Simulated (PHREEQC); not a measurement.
1 kg of water holding 30 mmol/kgw KCl, 7.8 mmol/kgw MgBr2 and 3.8 mmol/kgw CaSO4 is evaporated at 25 °C; the solids stay in contact with the brine. The system is closed to CO2. Solids allowed: Arcanite, Bischofite, Brucite, Carnallite, Epsomite, Gypsum, Anhydrite, Hexahydrite, Kainite, Kieserite, Leonite, Misenite, Polyhalite, Portlandite, Schoenite, Sylvite, Syngenite, MgCl2_4H2O. Others were left out.

All values are PHREEQC results (Pitzer model, pitzer.dat), not measurements.

Q: Predict ionic strength, water activity, Cl in solution (mol/kgw) at water left (kg) = 0.4563, 0.3082, 0.02399, 0.008915.

A: 
```csv
water left (kg),ionic strength,water activity,Cl in solution (mol/kgw)
0.4563,0.150,0.997,0.0657
0.3082,0.223,0.995,0.0973
0.02399,2.49,0.940,1.25
0.008915,6.27,0.815,3.36
```
